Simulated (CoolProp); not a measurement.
Aqueous potassium acetate as a coolant, at -1 °C, 1 atm.

Model: Melinder's fits for secondary coolants, in CoolProp.

```
mass %  freezing point (°C)  conductivity (W/(m K))  viscosity (mPa s)  density (kg/m³)  cp (kJ/(kg K))
------  -------------------  ----------------------  -----------------  ---------------  --------------
6.7                    -2.8                   0.542               2.17             1039           3.924
12.1                   -5.7              (withheld)               2.47             1066           3.730
17.4                   -9.2                   0.510               2.83       (withheld)           3.560
22.8                  -13.8                   0.494               3.33             1124           3.397
28.2                  -20.4                   0.478               4.02             1155           3.239
33.6                  -29.3                   0.464               5.03             1187      (withheld)
39                    -40.0                   0.450         (withheld)             1219           2.933
44.4                  -50.9                   0.436               8.47             1252           2.793
```

### Question
Fill in the missing entries.

### Answer

- 12.1, conductivity (W/(m K)): 0.526
- 17.4, density (kg/m³): 1094
- 33.6, cp (kJ/(kg K)): 3.084
- 39, viscosity (mPa s): 6.49
